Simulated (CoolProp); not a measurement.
Octamethylcyclotetrasiloxane (D4) along the isotherm 346.85 °C: density (kg/m³) from the reference equation and from simpler models built on Tc = 313.4 °C, pc = 1347 kPa, ω = 0.598; each cubic takes its own stable root.

Computed with CoolProp (reference Helmholtz-energy equation of state, Thol 2015).

| p (kPa) | phase | reference | ideal gas | Redlich-Kwong | Soave-Redlich-Kwong |
|---|---|---|---|---|---|
| 421 | gas | 26.74 | 24.22 | 26.79 | 26.59 |
| 842 | gas | 60.60 | 48.45 | 61.03 | 59.74 |
| 1260 | gas | 107.3 | 72.50 | 110.1 | 104.3 |
| 1680 | supercritical | 185.2 | 96.67 | 209.6 | 174.6 |
| 2110 | supercritical | 324.0 | 121.4 | 336.3 | 279.1 |
| 2530 | supercritical | 412.9 | 145.6 | 388.1 | 346.1 |
| 2950 | supercritical | 456.2 | 169.7 | 420.6 | 386.8 |
| 3370 | supercritical | 483.4 | 193.9 | 444.9 | 415.9 |
